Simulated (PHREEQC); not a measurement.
NH3 is added in steps, without added water, to 1 kg of water holding 0.3 mol/kgw NH4HF2, 4.3e-05 mol/kgw H2SiF6, 0.01 mol/kgw H3BO3 and 0.0089 mol/kgw H2SO4, at 66 °C. O2 is buffered at 0.21 atm. CO2 from the air is kept out. Solids allowed: SiO2(a). Others were left out.

Base run: PHREEQC, ion-association model, wateq4f.dat. Each further column changes one thing. The table gives BF4- (mol/kgw).

| NH3 added (mol) | base | Debye-Hückel limiting law | database phreeqc.dat | metal-ligand complexes left out | all activity coefficients set to 1 |
|---|---|---|---|---|---|
| 0 | 0.00995 | 0.00994 | 0.00995 | 0.00995 | 0.00994 |
| 0.25 | 0.00913 | 0.00909 | 0.00924 | 0.00913 | 0.00910 |
| 0.5 | 1.31e-7 | 2.86e-8 | 3.30e-8 | 1.31e-7 | 4.95e-7 |
| 0.75 | 1.02e-8 | 2.03e-9 | 2.37e-9 | 1.02e-8 | 4.25e-8 |
| 1 | 2.48e-9 | 4.70e-10 | 5.54e-10 | 2.48e-9 | 1.09e-8 |
| 1.25 | 9.16e-10 | 1.69e-10 | 2.00e-10 | 9.16e-10 | 4.21e-9 |
| 1.5 | 4.24e-10 | 7.62e-11 | 9.08e-11 | 4.24e-10 | 2.02e-9 |
| 1.75 | 2.26e-10 | 3.98e-11 | 4.77e-11 | 2.26e-10 | 1.11e-9 |
| 2 | 1.32e-10 | 2.30e-11 | 2.76e-11 | 1.32e-10 | 6.67e-10 |

At this temperature some constants are extrapolated from 25 °C, and those without enthalpy data are left unchanged. SiF6-2 is the database's only silicon fluoride. Real BF4- forms and hydrolyses slowly; the run takes it at equilibrium. phreeqc.dat and wateq4f.dat share most of their constants, so their agreement is no independent check. Solids allowed in the column 'database phreeqc.dat': Chalcedony.
